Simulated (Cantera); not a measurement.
An isothermal, constant-pressure homogeneous reactor starts with CO : O₂ : H₂O : N₂ = 0.0042 : 0.099 : 0.00014 : 1 (molar parts), at 998 K and 113 Torr. Integrator tolerance rtol = 1e-08.

Model: GRI-Mech 3.0 (53 species, 325 reactions), integrated in Cantera.

Problem. What does this change do: temperature 998 to 1425 K?

Solution. 
```csv
quantity,before,after
x(CO) at 7.00 s,0.000113 (gas-phase equilibrium 1.90e-12),1.12e-7 (gas-phase equilibrium 5.01e-8)
x(O₂) at 7.00 s,0.0880 (gas-phase equilibrium 0.0880),0.0880 (gas-phase equilibrium 0.0877)
x(H₂O) at 7.00 s,0.000127 (gas-phase equilibrium 0.000127),0.000126 (gas-phase equilibrium 0.000126)
x(NO₂) at 7.00 s,2.65e-10 (gas-phase equilibrium 2.91e-7),5.58e-9 (gas-phase equilibrium 9.86e-7)
x(OH) at 7.00 s,6.69e-7 (gas-phase equilibrium 5.11e-9),2.49e-6 (gas-phase equilibrium 1.81e-6)
x(NO) at 7.00 s,2.21e-8 (gas-phase equilibrium 2.14e-5),3.46e-6 (gas-phase equilibrium 0.000580)
x(H) at 7.00 s,1.10e-8 (gas-phase equilibrium <1e-12),1.24e-9 (gas-phase equilibrium 4.79e-10)
```
